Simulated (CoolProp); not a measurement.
Values from CoolProp's reference Helmholtz-energy equation of state, Lemmon 2016.

**Question.** Give the vapour pressure (bar), vapour density (kg/m³), liquid cp (kJ/(kg K)), surface tension (mN/m) of saturated R227EA at 169 K.

**Answer.** 
```csv
T (K),p (bar),vapour density (kg/m³),liquid cp (kJ/(kg K)),surface tension (mN/m)
169,0.00179,0.0217,0.947,23.9
```

Surface tension comes from a separate correlation (Mulero 2012).
